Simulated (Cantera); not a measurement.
What does this Cantera script print?

```python
import numpy as np
import cantera as ct

gas_names = """
    H HNO HNO2 HNO3 HO2 H2 H2O H2O2 Hg N NH NH2 NH3 NH2OH NO NO2 NO3 N2 N2H2 N2H4 N2O O OH O2 O3
""".split()
cond_names = """
    H2O(s) H2O(L) Hg(cr) Hg(L) HgO(s)
""".split()


def load(file, names, dense=False):
    # The tables refer to 1 bar. Condensed volumes are neglected.
    table = {s.name: s for s in ct.Species.list_from_file(file)}
    out = []
    for n in names:
        d = dict(table[n].input_data)
        d["thermo"] = dict(d["thermo"], **{"reference-pressure": 1e5})
        if dense:
            d["equation-of-state"] = {"model": "constant-volume", "density": "1e6 g/cm^3"}
        out.append(ct.Species.from_dict(d))
    return out


gas = ct.Solution(thermo="ideal-gas", species=load("nasa_gas.yaml", gas_names))
cond = {s.name: ct.Solution(thermo="fixed-stoichiometry", species=[s], name=s.name)
        for s in load("nasa_condensed.yaml", cond_names, dense=True)}
atoms = {
    'HgO': {'Hg': 1, 'O': 1},
    'O2': {'O': 2},
    'N2': {'N': 2},
    'H2': {'H': 2},
}
top_T = {}  # K; cautious upper limits of use, not melting points


def equilibrate(T, P, feed):
    n = {}
    for name, mol in feed.items():
        for a, k in atoms[name].items():
            n[a] = n.get(a, 0.0) + k * mol
    gas.TPX = T, P, n
    mass = sum(n.values()) * gas.mean_molecular_weight
    gas.equilibrate("TP")
    valid = [c for c in cond.values() if c.min_temp <= T <= top_T.get(c.name, c.max_temp)]
    mix = ct.Mixture([(gas, mass / gas.mean_molecular_weight)] + [(c, 0.0) for c in valid])
    mix.T, mix.P = T, P
    mix.equilibrate("TP", solver="vcs", rtol=1e-11, max_steps=5000)
    return mix


results = []
T = 1348.15  # K
P = 13332.2  # Pa
for m in [0.43, 0.97, 1.5, 2.1, 2.6, 3.1, 3.7, 4.2, 4.8, 5.3, 5.8, 6.4]:
    feed = {'HgO': 1, 'O2': 0.66, 'N2': 0.47, 'H2': m}  # mol
    mix = equilibrate(T, P, feed)
    results.append((T, P, feed, dict(zip(mix.species_names, mix.species_moles))))

top = {s: max(r[3][s] / sum(r[3][g] for g in gas_names) for r in results) for s in gas_names}
cols = sorted((s for s in top if top[s] > 1e-06), key=lambda s: -top[s])[:7]
seen = [c for c in cond_names if any(r[3].get(c, 0) > 1e-12 for r in results)]
print("log10 of partial pressures in bar; condensed amounts in mol")
print(f"{'n(H2)':>10s}" + "".join(f"{s[:9]:>10s}" for s in cols + seen))
for T, P, feed, n in results:
    ng = sum(n[g] for g in gas_names)
    print(f"{feed['H2']:10.4g}" + "".join(f"{np.log10(max(n[s] / ng * P / 1e5, 1e-99)):10.3f}" for s in cols)
          + "".join(f"{n.get(c, 0):10.4g}" for c in seen))
```

It prints:

```
log10 of partial pressures in bar; condensed amounts in mol
     n(H2)       H2O        H2        Hg        O2        N2        NO        OH
      0.43    -1.696    -7.722    -1.329    -1.354    -1.657    -4.386    -5.262
      0.97    -1.382    -7.315    -1.369    -1.540    -1.697    -4.499    -5.152
       1.5    -1.228    -7.036    -1.404    -1.792    -1.732    -4.642    -5.138
       2.1    -1.119    -6.622    -1.441    -2.400    -1.769    -4.965    -5.235
       2.6    -1.119    -2.038    -1.485   -11.570    -1.813    -9.572    -7.528
       3.1    -1.170    -1.643    -1.535   -12.460    -1.863   -10.042    -7.776
       3.7    -1.223    -1.449    -1.589   -12.956    -1.916   -10.317    -7.926
       4.2    -1.263    -1.355    -1.629   -13.224    -1.957   -10.471    -8.014
       4.8    -1.307    -1.278    -1.672   -13.465    -2.000   -10.613    -8.095
       5.3    -1.340    -1.231    -1.706   -13.624    -2.034   -10.709    -8.152
       5.8    -1.371    -1.195    -1.737   -13.759    -2.065   -10.792    -8.201
       6.4    -1.406    -1.160    -1.771   -13.897    -2.099   -10.879    -8.253
```

Method: chemical equilibrium by Gibbs-energy minimisation in Cantera with the NASA 1993 tables (ideal gas, pure condensed phases).
